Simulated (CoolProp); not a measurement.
The numbers come from the reference Helmholtz-energy equation of state, Thol 2017 in CoolProp.

Q: Give the vapour pressure (bar), liquid density (kg/m³), liquid cp (kJ/(kg K)), surface tension (mN/m) of saturated octamethyltrisiloxane (MDM) at 438.2 K.

A: 
```csv
T (K),p (bar),liquid density (kg/m³),liquid cp (kJ/(kg K)),surface tension (mN/m)
438.2,1.39,659,2.15,5.55
```

Surface tension comes from a separate correlation (Mulero 2014), older than this fluid's equation and unchecked against measurements.
